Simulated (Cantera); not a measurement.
Feed: 1 mol SiC, 0.35 mol H₂, at 1902 °C.

Cantera equilibrium calculation (NASA polynomials, part measured and part estimated; ideal gas, pure solids and liquids). Candidate condensed phases: C, C₆H₆, C₇H₈, C₈H₁₈, Si, SiC; 87 gas species. Gases not in the tables: Si₂H₆ and higher silanes. Equilibrium is a limit: real reactors are often held back by kinetics, nucleation or transport.

x: gas mole fraction; n: condensed amount in mol.

```
P (Pa)     x H₂      x Si      x H   x SiC₂  n C(graphite)  n SiC(s)
-------  ------  --------  -------  -------  -------------  --------
1        0.0479     0.559    0.338   0.0488     (withheld)         0
16        0.516     0.179    0.277   0.0156     (withheld)     0.885
250       0.892    0.0115   0.0922  0.00100     (withheld)     0.995
4000      0.974   0.00125   0.0241  3.59e-5              0     0.999
63000     0.993  0.000175  0.00613  1.03e-6              0     1.000
1000000   0.998   2.80e-5  0.00154  2.56e-8              0     1.000
```

**Question.** Fill in the missing entries.

**Answer.** 
- 1, n C(graphite): 0.832
- 16, n C(graphite): 0.0918
- 250, n C(graphite): 0.00275
